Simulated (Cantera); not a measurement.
Feed: 1 mol H₂S, 2.7 mol O₂, 10 mol N₂, equilibrated at 101000 Pa.

Cantera equilibrium calculation (NASA polynomials, part measured and part estimated; ideal gas, pure solids and liquids). Candidate condensed phases: H₂O, H₂SO₄, S; 60 gas species. Ions and electrons are included (thermal ionisation). Kinetics and transport are ignored.

**Question.** At 4500 K, list the 4 most abundant gas species with their mole fractions, and the condensed phases.

**Answer.** N₂ 0.543, O 0.258, H 0.105, S 0.0484. Condensed: gas only.
